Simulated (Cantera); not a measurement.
Charge: 1 mol SiHCl3, 0.35 mol Cl2, 73 mol H2, equilibrated at 1200 Pa.

Method: chemical equilibrium by Gibbs-energy minimisation in Cantera with the NASA 1993 tables (ideal gas, pure condensed phases). Candidate condensed phases: Si; 19 gas species. The tables' values for SiCl3, SiCl are old estimates; treat these amounts as uncertain. The numbers say what is thermodynamically allowed, not how fast it happens.

x: gas mole fraction; n: condensed amount in mol.

```json
[
 {"T (°C)": "700", "x H2": "0.976", "x HCl": "0.0144", "x SiCl4": "0.00650", "x SiCl2": "0.000342", "x SiHCl3": "0.00247", "x H": "9.75e-9", "x SiCl3": "0.000278", "n Si(s)": "0.276"},
 {"T (°C)": "750", "x H2": "0.971", "x HCl": "0.0206", "x SiCl4": "0.00498", "x SiCl2": "0.000776", "x SiHCl3": "0.00199", "x H": "3.72e-8", "x SiCl3": "0.000427", "n Si(s)": "0.382"},
 {"T (°C)": "800", "x H2": "0.966", "x HCl": "0.0272", "x SiCl4": "0.00328", "x SiCl2": "0.00149", "x SiHCl3": "0.00143", "x H": "1.26e-7", "x SiCl3": "0.000552", "n Si(s)": "0.489"},
 {"T (°C)": "850", "x H2": "0.961", "x HCl": "0.0330", "x SiCl4": "0.00176", "x SiCl2": "0.00239", "x SiHCl3": "0.000880", "x H": "3.81e-7", "x SiCl3": "0.000581", "n Si(s)": "0.575"},
 {"T (°C)": "900", "x H2": "0.958", "x HCl": "0.0368", "x SiCl4": "?", "x SiCl2": "?", "x SiHCl3": "?", "x H": "?", "x SiCl3": "0.000498", "n Si(s)": "0.626"},
 {"T (°C)": "950", "x H2": "0.957", "x HCl": "0.0386", "x SiCl4": "0.000288", "x SiCl2": "0.00379", "x SiHCl3": "0.000220", "x H": "2.68e-6", "x SiCl3": "0.000370", "n Si(s)": "0.647"},
 {"T (°C)": "1000", "x H2": "0.956", "x HCl": "0.0393", "x SiCl4": "0.000105", "x SiCl2": "0.00417", "x SiHCl3": "0.000102", "x H": "6.37e-6", "x SiCl3": "0.000258", "n Si(s)": "0.650"},
 {"T (°C)": "1050", "x H2": "0.956", "x HCl": "0.0394", "x SiCl4": "3.93e-5", "x SiCl2": "0.00444", "x SiHCl3": "4.84e-5", "x H": "1.42e-5", "x SiCl3": "0.000179", "n Si(s)": "0.645"},
 {"T (°C)": "1100", "x H2": "0.956", "x HCl": "0.0393", "x SiCl4": "1.55e-5", "x SiCl2": "0.00465", "x SiHCl3": "2.39e-5", "x H": "2.97e-5", "x SiCl3": "0.000125", "n Si(s)": "0.637"},
 {"T (°C)": "1150", "x H2": "0.956", "x HCl": "0.0391", "x SiCl4": "?", "x SiCl2": "0.00482", "x SiHCl3": "?", "x H": "?", "x SiCl3": "8.89e-5", "n Si(s)": "0.628"},
 {"T (°C)": "1200", "x H2": "0.956", "x HCl": "0.0389", "x SiCl4": "2.86e-6", "x SiCl2": "0.00498", "x SiHCl3": "6.61e-6", "x H": "0.000113", "x SiCl3": "6.45e-5", "n Si(s)": "0.619"},
 {"T (°C)": "1250", "x H2": "0.956", "x HCl": "0.0387", "x SiCl4": "1.33e-6", "x SiCl2": "0.00512", "x SiHCl3": "3.69e-6", "x H": "0.000206", "x SiCl3": "4.78e-5", "n Si(s)": "0.610"},
 {"T (°C)": "1300", "x H2": "0.956", "x HCl": "0.0385", "x SiCl4": "6.50e-7", "x SiCl2": "0.00524", "x SiHCl3": "2.14e-6", "x H": "0.000363", "x SiCl3": "3.60e-5", "n Si(s)": "0.601"},
 {"T (°C)": "1350", "x H2": "0.956", "x HCl": "0.0383", "x SiCl4": "3.31e-7", "x SiCl2": "0.00536", "x SiHCl3": "1.28e-6", "x H": "0.000617", "x SiCl3": "2.76e-5", "n Si(s)": "0.591"}
]
```

**Question.** Complete the blanks.

**Answer.** 
- 1150, x SiCl4: 6.48e-6
- 1150, x SiHCl3: 1.23e-5
- 1150, x H: 5.93e-5
- 900, x SiCl4: 0.000762
- 900, x SiCl2: 0.00321
- 900, x SiHCl3: 0.000463
- 900, x H: 1.05e-6
